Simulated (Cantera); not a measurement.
Charge: 1 mol Si(CH₃)₄, 0.12 mol HCl, 700 mol H₂, held at 2048 K and 0.133 bar.

Cantera equilibrium calculation (NASA polynomials, part measured and part estimated; ideal gas, pure solids and liquids). Candidate condensed phases: C, C₆H₆, C₇H₈, C₈H₁₈, Si, SiC; 109 gas species. Equilibrium is a limit: real reactors are often held back by kinetics, nucleation or transport.

Base state: H₂ 0.993, H 0.00611, C₂H₂ (acetylene) 0.00104, HCl 0.000169, CH₄ 4.92e-5, Si 3.70e-5 (mole fractions); condensed: C(graphite) + SiC(s).

Task: What changes in the equilibrium state with this change: pressure from 0.133 bar to 6.00 mbar?

Result: 
| species | before | after |
|---|---|---|
| H₂ | 0.993 | 0.969 |
| H | 0.00611 | 0.0285 |
| C₂H₂ (acetylene) | 0.00104 | 0.00102 |
| Si | 3.70e-5 | 0.000821 |
| CH₄ | 4.92e-5 | 2.11e-6 |
| Si₂C | 1.23e-6 | 2.74e-5 |
| C(graphite), mol | 1.52 | 2.15 |
| SiC(s), mol | 0.958 | 0.307 |
